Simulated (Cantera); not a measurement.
Charge: 1 mol B2H6, 0.19 mol O2, 0.14 mol H2, equilibrated at 638 Torr.

Cantera equilibrium calculation (NASA polynomials, part measured and part estimated; ideal gas, pure solids and liquids). Candidate condensed phases: B, B2O3, B3O3H3, H2O; 23 gas species. The feed counts by its element totals alone. Mutual solubility and eutectic melting of coexisting phases are not modelled. The tables' values for BH2 are old estimates; treat these amounts as uncertain. Gases not in the tables: B2H6 and higher boranes. Kinetics and transport are ignored.

log p: log10 of the partial pressure in bar; n: condensed amount in mol.

```tsv
T (K)	log p H2	log p HBO	log p B2O2	log p B3O3H3	log p BO	log p H	log p B2O3	n B(s)	n B2O3(l)
998	-0.07	-6.10	-10.35	-2.33	<-12	-8.70	-11.52	1.73	0.109
1198	-0.07	?	?	-2.27	?	?	?	1.73	0.107
1398	-0.07	-3.00	-4.92	-2.27	-6.80	-5.36	-5.64	1.73	0.105
1598	-0.08	-2.05	-3.27	-2.29	-4.93	-4.31	-3.85	1.72	0.0941
1798	-0.11	-1.34	-1.99	-2.35	-3.49	-3.51	-2.48	1.65	0.00613
1998	-0.11	-1.22	?	?	?	?	?	1.63	0
2198	-0.12	-1.19	-1.94	-5.07	-2.30	-2.31	-3.17	1.62	0
```

Task: Complete the blanks.

Result: 
- 1198, log p HBO: -4.28
- 1198, log p B2O2: -7.17
- 1198, log p BO: -9.32
- 1198, log p H: -6.76
- 1198, log p B2O3: -8.06
- 1998, log p B2O2: -1.88
- 1998, log p B3O3H3: -3.74
- 1998, log p BO: -2.79
- 1998, log p H: -2.85
- 1998, log p B2O3: -2.74
